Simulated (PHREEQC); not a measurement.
Make-up at 25 °C: 0.0049 mol CdSO4, 0.031 mol KCl and 0.00052 mol HCl per kg of water. Closed to the air; pH follows from the charge balance.

Computed with PHREEQC (ion-association model, phreeqc.dat).

No solid was allowed to form.

**Question.** Order these Cd species by the share of Cd that they hold, largest first: CdCl+, Cd(SO4)2-2, Cd+2, CdCl2, CdSO4.

**Answer.** CdCl+ (49 %), Cd+2 (37 %), CdSO4 (9.6 %), CdCl2 (3.9 %), Cd(SO4)2-2 (0.42 %)

The pH is 3.42 and the ionic strength 0.0429 mol/kgw. Complexes and solids missing from the database can't appear.
